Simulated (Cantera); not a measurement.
Input: 1 mol BN, 8.5 mol Cl2, 40 mol H2, held at 800 K and 133 Pa.

Cantera equilibrium calculation (NASA polynomials, part measured and part estimated; ideal gas, pure solids and liquids). Candidate condensed phases: B, BN, NH4Cl; 21 gas species. Equilibrium is a limit: real reactors are often held back by kinetics, nucleation or transport.

Base state: H2 0.649, HCl 0.351 (mole fractions); condensed: BN(s).

Q: What changes in the equilibrium state with this change: H2 from 40 to 4.5 mol?

A: 
```json
[
 {"species": "HCl", "before": "0.351", "after": "0.692"},
 {"species": "Cl2", "before": "<1e-9", "after": "0.192"},
 {"species": "BCl3", "before": "2.10e-6", "after": "0.0769"},
 {"species": "H2", "before": "0.649", "after": "<1e-9"},
 {"species": "N2", "before": "1.05e-6", "after": "0.0385"},
 {"species": "Cl", "before": "<1e-9", "after": "0.000112"},
 {"species": "BN(s), mol", "before": "1.000", "after": "0"}
]
```
